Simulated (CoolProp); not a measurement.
Vapour-liquid equilibrium of cyclohexane (1) + toluene (2) at 451.3 K; x and y are mole fractions of (1).

The numbers come from the multi-fluid Helmholtz-energy mixture model, Zhou 2014 and Lemmon 2006; pair parameters Bell 2016 in CoolProp.

Task: Give the bubble pressure and the first vapour's composition at x = 0.5, 0.65, 0.95. Is there an azeotrope?

Result: x = 0.5: 7.522 bar, y = 0.628; x = 0.65: 8.130 bar, y = 0.747; x = 0.95: 9.198 bar, y = 0.964. No azeotrope shows between x = 0.05 and 0.95.

The pair parameters rest on a limited set of measurements; away from them the model extrapolates.
